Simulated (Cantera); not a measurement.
An adiabatic, constant-volume homogeneous reactor starts with CO : H₂ : CH₄ : O₂ : N₂ = 1 : 0.58 : 0.066 : 1.12 : 4.23 (molar parts), equivalence ratio 0.82, at 1300 K and 5.00 bar.

Computed with Cantera and GRI-Mech 3.0 (53 species, 325 reactions).

### Question
Predict: time of steepest temperature rise; temperature at 1.00 s; equilibrium temperature; x(CO) at 1.00 s; x(H₂) at 1.00 s; x(NO) at 1.00 s; x(HCN) at 1.00 s; x(CO₂) at 1.00 s; x(NO₂) at 1.00 s.

### Answer
```
Quantity                                                            Result
---------------------------------  ---------------------------------------
time of steepest temperature rise                                  12.3 µs
temperature at 1.00 s                                               2932 K
equilibrium temperature                                             2932 K
x(CO) at 1.00 s                      0.0468 (gas-phase equilibrium 0.0468)
x(H₂) at 1.00 s                    0.00520 (gas-phase equilibrium 0.00520)
x(NO) at 1.00 s                      0.0178 (gas-phase equilibrium 0.0178)
x(HCN) at 1.00 s                   3.15e-9 (gas-phase equilibrium 3.15e-9)
x(CO₂) at 1.00 s                       0.119 (gas-phase equilibrium 0.119)
x(NO₂) at 1.00 s                   1.54e-5 (gas-phase equilibrium 1.54e-5)
```
